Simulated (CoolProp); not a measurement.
Vapour-liquid equilibrium of R113 (1) + n-hexane (2) at 267.1 K; x and y are mole fractions of (1).

The numbers come from the multi-fluid Helmholtz-energy mixture model, Marx 1992 and Thol 2019; pair parameters Bell 2016 in CoolProp.

| x | bubble pressure, mixture model (MPa) | bubble pressure, Raoult's law (MPa) | y, mixture model | y, Raoult's law |
|---|---|---|---|---|
| 0.05 | 0.004939 | 0.004671 | 0.165 | 0.119 |
| 0.125 | 0.005748 | 0.005181 | 0.335 | 0.269 |
| 0.2 | 0.006456 | 0.005691 | 0.453 | 0.391 |
| 0.275 | 0.007082 | 0.006201 | 0.541 | 0.494 |
| 0.35 | 0.007641 | 0.006711 | 0.610 | 0.580 |
| 0.425 | 0.008148 | 0.007221 | 0.668 | 0.655 |
| 0.5 | 0.008612 | 0.007730 | 0.719 | 0.720 |
| 0.575 | 0.009043 | 0.008240 | 0.764 | 0.777 |
| 0.65 | 0.009449 | 0.008750 | 0.806 | 0.827 |
| 0.725 | 0.009834 | 0.009260 | 0.847 | 0.871 |
| 0.8 | 0.01020 | 0.009770 | 0.887 | 0.911 |
| 0.875 | 0.01056 | 0.01028 | 0.928 | 0.947 |
| 0.95 | 0.01091 | 0.01079 | 0.970 | 0.980 |

The largest gap from Raoult's law is +14.2 % in bubble pressure, at x = 0.275. No azeotrope shows between x = 0.05 and 0.95.

Pair parameters are fitted to limited data, so mixtures are less certain than the pure fluids.
